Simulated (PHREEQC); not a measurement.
Make-up at 45 °C: 0.11 mol Mn(NO3)2 per kg of water. Closed to the air; pH follows from the charge balance.

Computed with PHREEQC (ion-association model, phreeqc.dat).

No solid was allowed to form.

Task: Estimate the pH, density.

Result: pH 5.71; density 1.005 g/cm³.

Task: In which forms is Mn present?

Result: Mn+2 98 %, Mn(NO3)2 1.8 % of the Mn.

Complexes and solids missing from the database can't appear. Constants without temperature data keep their 25 °C values here.
